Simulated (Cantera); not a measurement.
A perfectly stirred reactor is fed with H2 : O2 : N2 = 1 : 0.694 : 2.61 (molar parts), equivalence ratio 0.72, at 1.00 atm; it is adiabatic with a 300 K inlet, and is followed from long to short residence time, starting on the burning branch (τ in s: 0.43, 0.16, 0.061, 0.023, 0.0088, 0.0033, 0.0013, 0.00048, 0.00018, 6.9e-05, 2.6e-05).

Detailed kinetics in Cantera: the H2/O2 subset of GRI-Mech 3.0, which has no nitrogen chemistry.

Q: What does this change do: N2 2.61 to 1.8 parts?

A: 
```tsv
quantity	before	after
blow-out, bracketed by the residence times tried	burning at 26.0 µs, the shortest tried	burning at 26.0 µs, the shortest tried
x(H2) at τ = 0.430 s	0.000563	0.00379
x(O2) at τ = 0.430 s	0.0503	0.0626
x(H) at τ = 0.430 s	6.16e-5	0.000819
x(OH) at τ = 0.430 s	0.00315	0.0121
x(HO2) at τ = 0.430 s	2.01e-6	7.09e-6
x(H2) at τ = 3.30 ms	0.00442	0.00671
x(O2) at τ = 3.30 ms	0.0503	0.0626
x(H) at τ = 3.30 ms	0.00137	0.00195
x(OH) at τ = 3.30 ms	0.00788	0.0152
x(HO2) at τ = 3.30 ms	7.23e-6	7.51e-6
```

Q: What does this change do: pressure from 1.00 atm to 1.48 atm?

A: 
```csv
quantity,before,after
"blow-out, bracketed by the residence times tried","burning at 26.0 µs, the shortest tried","burning at 26.0 µs, the shortest tried"
x(H2) at τ = 0.430 s,0.000563,0.000452
x(O2) at τ = 0.430 s,0.0503,0.0504
x(H) at τ = 0.430 s,6.16e-5,4.43e-5
x(OH) at τ = 0.430 s,0.00315,0.00283
x(HO2) at τ = 0.430 s,2.01e-6,2.22e-6
x(H2) at τ = 3.30 ms,0.00442,0.00287
x(O2) at τ = 3.30 ms,0.0503,0.0502
x(H) at τ = 3.30 ms,0.00137,0.000672
x(OH) at τ = 3.30 ms,0.00788,0.00641
x(HO2) at τ = 3.30 ms,7.23e-6,6.92e-6
```
